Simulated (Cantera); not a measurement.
A closed system holds: 1 mol AlN, 0.38 mol O2, 4.5 mol N2, at 1100 Pa.

Method: chemical equilibrium by Gibbs-energy minimisation in Cantera with the NASA 1993 tables (ideal gas, pure condensed phases). Candidate condensed phases: Al, AlN, Al2O3; 16 gas species. Mutual solubility and eutectic melting of coexisting phases are not modelled. Condensed phases not in the tables: aluminium oxynitride. The numbers say what is thermodynamically allowed, not how fast it happens.

log p: log10 of the partial pressure in bar; n: condensed amount in mol.

| T (K) | log p N2 | log p Al | log p Al2O | log p AlO | log p Al2 | n AlN(s) | n Al2O3(s) |
|---|---|---|---|---|---|---|---|
| 1075 | -1.96 | <-13 | <-13 | <-13 | <-13 | 0.493 | 0.253 |
| 1225 | -1.96 | <-13 | <-13 | <-13 | <-13 | 0.493 | 0.253 |
| 1375 | -1.96 | -11.25 | -13.41 | <-13 | <-13 | 0.493 | 0.253 |
| 1525 | -1.96 | ___ | ___ | ___ | <-13 | 0.493 | 0.253 |
| 1675 | -1.96 | -6.92 | -7.88 | -11.13 | -13.47 | 0.493 | 0.253 |
| 1825 | -1.96 | -5.29 | -5.81 | -9.30 | -10.66 | 0.490 | 0.253 |
| 1975 | -1.97 | -3.91 | -4.06 | -7.75 | -8.28 | 0.387 | 0.240 |

Question: What belongs in the gaps?

Answer: 
- 1525, log p Al: -8.87
- 1525, log p Al2O: -10.37
- 1525, log p AlO: -13.32
